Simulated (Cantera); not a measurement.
Input: 1 mol SiH2Cl2, 0.065 mol HCl, 210 mol N2, 0.12 mol Cl2, at 1048.15 K and 94.0 mbar.

Method: chemical equilibrium by Gibbs-energy minimisation in Cantera with the NASA 1993 tables (ideal gas, pure condensed phases). Candidate condensed phases: NH4Cl, Si, Si3N4; 28 gas species. N2 is the only nitrogen source here; it is nearly inert below about 1500 K, so the nitride shown seldom forms there in practice. Kinetics and transport are ignored.

Base state: N2 0.990, HCl 0.00809, H2 0.000837, SiCl4 0.000700 (mole fractions); condensed: Si3N4(s).

Q: What changes in the equilibrium state with this change: Cl2 from 0.12 to 0.71 mol?

A: 
```
species          before     after
-------------  --------  --------
N2                0.990     0.989
HCl             0.00809   0.00861
SiCl4          0.000700   0.00195
H2             0.000837  0.000568
Si3N4(s), mol     0.284     0.195
```

Q: What changes in the equilibrium state with this change: SiH2Cl2 replaced by Si3H8?

A: 
```csv
species,before,after
N2,0.990,0.980
H2,0.000837,0.0183
HCl,0.00809,0.00144
SiCl4,0.000700,1.47e-9
"Si3N4(s), mol",0.284,1.00
```
The feed counts by its element totals alone.
